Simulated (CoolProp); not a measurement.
Vapour-liquid equilibrium of n-pentane (1) + benzene (2) at 370.2 K; x and y are mole fractions of (1).

Values from CoolProp's multi-fluid Helmholtz-energy mixture model, Thol 2019 and Thol 2012; pair parameters Bell 2016.

```tsv
x	bubble pressure (MPa)	y at the bubble point	dew pressure at overall composition x (MPa)	liquid density (mol/L)
0.05	0.1991	0.197	0.1735	10.01
0.15	0.2552	0.423	0.1901	9.699
0.25	…	0.554	…	9.402
0.35	…	0.644	0.2341	…
0.45	…	…	…	8.840
0.55	0.4116	0.772	0.3002	8.575
0.65	0.4437	0.825	0.3451	8.319
0.75	0.4753	0.875	0.3988	…
0.85	0.5068	0.924	0.4595	7.836
0.95	0.5386	0.974	0.5231	7.608
```

### Question
Complete the blanks.

### Answer

- 0.25, bubble pressure (MPa): 0.3017
- 0.25, dew pressure at overall composition x (MPa): 0.2100
- 0.35, bubble pressure (MPa): 0.3420
- 0.35, liquid density (mol/L): 9.116
- 0.45, bubble pressure (MPa): 0.3781
- 0.45, y at the bubble point: 0.713
- 0.45, dew pressure at overall composition x (MPa): 0.2637
- 0.75, liquid density (mol/L): 8.073

No azeotrope shows between x = 0.05 and 0.95.

Pair parameters are fitted to limited data, so mixtures are less certain than the pure fluids.
